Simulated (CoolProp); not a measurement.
Model: reference Helmholtz-energy equation of state, Thol 2012, in CoolProp.

Task: Give the vapour pressure (MPa), surface tension (mN/m), liquid conductivity (mW/(m K)) of saturated benzene at 169.85, 202.35, 216.75 °C.

Result: 
```tsv
T (°C)	p (MPa)	surface tension (mN/m)	liquid conductivity (mW/(m K))
169.85	0.856	10.5	97.2
202.35	1.49	7.02	87.8
216.75	1.87	5.59	83.7
```

Thermal conductivity comes from a separate model (Assael 2012). Surface tension comes from a separate correlation (Mulero 2012).
